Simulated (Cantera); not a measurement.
**Equilibrium for aluminium and copper etching: Cu + HF + N₂**

Input: 1 mol Cu, 2.9 mol HF, 0.37 mol N₂, at 0.590 bar.

These are equilibrium values from Cantera (NASA tables, ideal gas, pure condensed phases), not measurements of a reactor. Candidate condensed phases: Cu, CuF₂; 25 gas species. Equilibrium is a limit: real reactors are often held back by kinetics, nucleation or transport.

```csv
T (°C),x HF,x N₂,x CuF,x H₂,x Cu,n Cu(s),n Cu(l)
950,0.887,0.113,3.76e-5,1.91e-5,3.89e-8,1.000,0
1000,0.887,0.113,7.25e-5,3.68e-5,1.40e-7,1.000,0
1050,0.887,0.113,0.000133,6.72e-5,4.55e-7,1.000,0
1100,0.887,0.113,0.000231,0.000116,1.34e-6,0,0.999
1150,0.886,0.113,0.000377,0.000190,3.55e-6,0,0.999
1200,0.886,0.113,0.000597,0.000300,8.77e-6,0,0.998
1250,0.886,0.113,0.000914,0.000459,2.04e-5,0,0.997
```
x: gas mole fraction; n: condensed amount in mol.

From 950 °C to 1050 °C the condensed part is Cu(s). From 1100 °C to 1250 °C the condensed part is Cu(l). The main Cu-bearing gas is CuF throughout.
